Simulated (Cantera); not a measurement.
A Cantera script and what it prints.

```python
import numpy as np
import cantera as ct

gas_names = [...]  # 92 gases of nasa_gas.yaml made of C, H, N
cond_names = """
    C(gr) C6H6(L) C7H8(L) C8H18(L),n-octa
""".split()


# ... load() reads the species with a 1 bar reference pressure and builds the phases ...
atoms = {
    'toluene': {'C': 7, 'H': 8},
    'NH3': {'N': 1, 'H': 3},
    'H2': {'H': 2},
}
top_T = {'C(gr)': 4500}  # K; cautious upper limits of use, not melting points


# ... equilibrate(T, P, feed) seeds the gas with the atoms and calls Mixture.equilibrate('TP', solver="vcs", rtol=1e-11, max_steps=5000) ...
results = []
feed = {'toluene': 1, 'NH3': 0.33, 'H2': 4.7}  # mol
P = 1000  # Pa
for T in [723, 923, 1123, 1323, 1523, 1723, 1923, 2123, 2323, 2523, 2723]:
    mix = equilibrate(T, P, feed)
    results.append((T, P, feed, dict(zip(mix.species_names, mix.species_moles))))
    x = sorted(zip(gas.X, gas.species_names), reverse=True)
    print(f"T = {T:g} K  P = {P:g} Pa  gas = {mix.phase_moles(0):.4g} mol")
    print("   x: " + "  ".join(f"{s} {v:.3e}" for v, s in x if v > 0.0001))
    print("   condensed (mol): " + ("  ".join(f"{mix.phase(i).name} {mix.phase_moles(i):.4g}"
          for i in range(1, mix.n_phases) if mix.phase_moles(i) > 1e-12) or "none"))
```

It prints:

```
T = 723 K  P = 1000 Pa  gas = 8.943 mol
   x: H2 9.349e-01  CH4 4.665e-02  N2 1.845e-02
   condensed (mol): C(gr) 6.583
T = 923 K  P = 1000 Pa  gas = 9.339 mol
   x: H2 9.801e-01  N2 1.767e-02  CH4 2.235e-03
   condensed (mol): C(gr) 6.979
T = 1123 K  P = 1000 Pa  gas = 9.357 mol
   x: H2 9.821e-01  N2 1.763e-02  CH4 2.831e-04
   condensed (mol): C(gr) 6.997
T = 1323 K  P = 1000 Pa  gas = 9.359 mol
   x: H2 9.823e-01  N2 1.761e-02
   condensed (mol): C(gr) 6.999
T = 1523 K  P = 1000 Pa  gas = 9.361 mol
   x: H2 9.820e-01  N2 1.754e-02  H 2.290e-04  HCN 1.628e-04
   condensed (mol): C(gr) 6.998
T = 1723 K  P = 1000 Pa  gas = 9.368 mol
   x: H2 9.802e-01  N2 1.733e-02  H 1.805e-03  HCN 5.406e-04
   condensed (mol): C(gr) 6.993
T = 1923 K  P = 1000 Pa  gas = 9.404 mol
   x: H2 9.720e-01  N2 1.682e-02  H 9.288e-03  HCN 1.376e-03  C2H2,acetylene 4.387e-04
   condensed (mol): C(gr) 6.978
T = 2123 K  P = 1000 Pa  gas = 9.526 mol
   x: H2 9.447e-01  H 3.487e-02  N2 1.580e-02  HCN 2.841e-03  C2H2,acetylene 1.565e-03  HNC 1.992e-04
   condensed (mol): C(gr) 6.941
T = 2323 K  P = 1000 Pa  gas = 9.862 mol
   x: H2 8.745e-01  H 1.018e-01  N2 1.405e-02  HCN 4.872e-03  C2H2,acetylene 4.234e-03  HNC 4.580e-04
   condensed (mol): C(gr) 6.863
T = 2523 K  P = 1000 Pa  gas = 10.63 mol
   x: H2 7.334e-01  H 2.380e-01  N2 1.159e-02  C2H2,acetylene 8.733e-03  HCN 6.911e-03  HNC 8.307e-04  C2H 2.136e-04  CN 1.341e-04
   condensed (mol): C(gr) 6.721
T = 2723 K  P = 1000 Pa  gas = 12.09 mol
   x: H2 5.190e-01  H 4.462e-01  C2H2,acetylene 1.328e-02  N2 8.803e-03  HCN 7.980e-03  C2H 1.263e-03  C3 1.191e-03  HNC 1.182e-03  CN 5.287e-04  C 2.771e-04  C4H2 1.413e-04  C2 1.145e-04
   condensed (mol): C(gr) 6.473
```

These are equilibrium values from Cantera (NASA tables, ideal gas, pure condensed phases), not measurements of a reactor.
